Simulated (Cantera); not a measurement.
Charge: 1 mol Fe(CO)5, 0.42 mol CO, a varied amount of N2, held at 552 °C and 3.20 mbar.

Cantera equilibrium calculation (NASA polynomials, part measured and part estimated; ideal gas, pure solids and liquids). Candidate condensed phases: C, Fe, Fe(CO)5, FeO, Fe2O3, Fe3O4; 27 gas species. Condensed phases not in the tables: cementite and carbon dissolved in iron. Kinetics and transport are ignored.

Q: At 1.1 mol N2, list the 3 most abundant gas species with their mole fractions, and the condensed phases.

A: CO 0.739, N2 0.182, CO2 0.0788. Condensed: C(graphite) + Fe(α).
